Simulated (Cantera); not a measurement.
Equilibrium for chemical vapour transport: Al2O3 + I2 + N2

Charge: 1 mol Al2O3, 0.041 mol I2, 2.7 mol N2, at 21.0 mbar.

These are equilibrium values from Cantera (NASA tables, ideal gas, pure condensed phases), not measurements of a reactor. Candidate condensed phases: Al, AlI3, AlN, Al2O3, I2; 21 gas species. Equilibrium is a limit: real reactors are often held back by kinetics, nucleation or transport.

```tsv
T (K)	x N2	x I	x I2	x NO	x AlI	n Al2O3(s)
773	0.984	0.00296	0.0135	1.94e-12	<1e-12	1.00
873	0.980	0.00994	0.00991	<1e-12	<1e-12	1.00
973	0.975	0.0203	0.00468	<1e-12	<1e-12	1.00
1073	0.972	0.0267	0.00138	<1e-12	<1e-12	1.00
1173	0.971	0.0288	0.000366	3.81e-12	<1e-12	1.00
1273	0.971	0.0293	0.000109	1.75e-11	1.59e-12	1.00
1373	0.971	0.0294	3.79e-5	1.08e-10	5.80e-11	1.00
1473	0.971	0.0294	1.51e-5	8.81e-10	5.83e-10	1.00
1573	0.971	0.0295	6.75e-6	5.84e-9	3.96e-9	1.00
```
x: gas mole fraction; n: condensed amount in mol.

From 773 K to 1573 K the condensed part is Al2O3(s).
